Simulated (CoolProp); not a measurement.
Computed with CoolProp (reference Helmholtz-energy equation of state, Younglove 1994). It is a modified Benedict-Webb-Rubin equation, recast in Helmholtz form.

**Question.** For R123, give the phase and the density (kg/m³), cv (kJ/(kg K)), speed of sound (m/s), expansivity (1/kK) at 500 K and 2.29 MPa; 500 K and 9.15 MPa; 500 K and 16 MPa.

**Answer.** 
- 500 K and 2.29 MPa: gas; density 102, cv 0.838, speed of sound 145, expansivity 3.83
- 500 K and 9.15 MPa: supercritical; density 806, cv 0.882, speed of sound 187, expansivity 7.31
- 500 K and 16 MPa: supercritical; density 980, cv 0.859, speed of sound 303, expansivity 3.30
